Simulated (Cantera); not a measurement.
**SiHCl₃ + C₂H₄ + H₂ (silicon carbide growth)**

Feed: 1 mol SiHCl₃, a varied amount of C₂H₄, 5.2 mol H₂, equilibrated at 927 °C and 4.20 mbar.

Cantera equilibrium calculation (NASA polynomials, part measured and part estimated; ideal gas, pure solids and liquids). Candidate condensed phases: C, C₆H₆, C₇H₈, C₈H₁₈, Si, SiC; 109 gas species. Mutual solubility and eutectic melting of coexisting phases are not modelled. The tables' values for SiCl₃ are old estimates; treat these amounts as uncertain. Kinetics and transport are ignored.

From 0.08 mol C₂H₄ to 0.11 mol C₂H₄ the condensed part is Si(s) + SiC(s). From 0.14 mol C₂H₄ to 0.36 mol C₂H₄ the condensed part is SiC(s). The main Si-bearing gas is SiCl₂ at 0.08 mol C₂H₄ and SiCl₄ at 0.36 mol C₂H₄. The share of Si in condensed phases is highest at 0.36 mol C₂H₄ (72.0 %) and lowest at 0.08 mol C₂H₄ (26.1 %).

| n(C₂H₄) (mol) | log p H₂ | log p HCl | log p SiCl₂ | log p SiCl₄ | log p SiCl₃ | log p SiHCl₃ | n Si(s) | n SiC(s) |
|---|---|---|---|---|---|---|---|---|
| 0.08 | -2.49 | -3.26 | -3.66 | -3.85 | -4.23 | -4.64 | 0.101 | 0.160 |
| 0.11 | -2.49 | -3.27 | -3.67 | -3.86 | -4.23 | -4.65 | 0.0424 | 0.220 |
| 0.14 | -2.49 | -3.25 | -3.69 | -3.86 | -4.24 | -4.66 | 0 | 0.280 |
| 0.16 | -2.49 | -3.22 | -3.75 | -3.85 | -4.27 | -4.68 | 0 | 0.320 |
| 0.19 | -2.50 | -3.18 | -3.83 | -3.84 | -4.31 | -4.73 | 0 | 0.380 |
| 0.22 | -2.50 | -3.14 | -3.93 | -3.85 | -4.36 | -4.78 | 0 | 0.440 |
| 0.25 | -2.51 | -3.09 | -4.03 | -3.86 | -4.42 | -4.84 | 0 | 0.500 |
| 0.27 | -2.51 | -3.07 | -4.11 | -3.88 | -4.46 | -4.89 | 0 | 0.540 |
| 0.3 | -2.52 | -3.03 | -4.22 | -3.91 | -4.54 | -4.96 | 0 | 0.600 |
| 0.33 | -2.52 | -2.99 | -4.35 | -3.96 | -4.63 | -5.06 | 0 | 0.660 |
| 0.36 | -2.53 | -2.95 | -4.50 | -4.02 | -4.73 | -5.17 | 0 | 0.720 |
log p: log10 of the partial pressure in bar; n: condensed amount in mol.
